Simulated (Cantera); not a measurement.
An isothermal, constant-pressure homogeneous reactor starts with CH2O : O2 : N2 = 0.0031 : 0.0041 : 1 (molar parts), equivalence ratio 0.76, at 1525 K and 110000 Pa. Integrator tolerance rtol = 1e-08.

Cantera simulation using GRI-Mech 3.0 (53 species, 325 reactions); the numbers are that mechanism's predictions, not measurements.

**Question.** What does this change do: pressure from 110000 Pa to 2000000 Pa?

**Answer.** 
```csv
quantity,before,after
x(CH2O) at 100 s,<1e-12 (gas-phase equilibrium <1e-12),<1e-12 (gas-phase equilibrium <1e-12)
x(O2) at 100 s,0.000990 (gas-phase equilibrium 0.000940),0.000990 (gas-phase equilibrium 0.000940)
x(C2H) at 100 s,<1e-12 (gas-phase equilibrium <1e-12),<1e-12 (gas-phase equilibrium <1e-12)
x(OH) at 100 s,4.36e-6 (gas-phase equilibrium 4.31e-6),2.11e-6 (gas-phase equilibrium 2.09e-6)
x(CO) at 100 s,6.64e-7 (gas-phase equilibrium 6.81e-7),1.56e-7 (gas-phase equilibrium 1.60e-7)
x(NO) at 100 s,5.15e-6 (gas-phase equilibrium 0.000104),4.17e-6 (gas-phase equilibrium 0.000104)
```
The pressure lies above the range GRI-Mech 3.0 was tuned for (to about 10 atm).
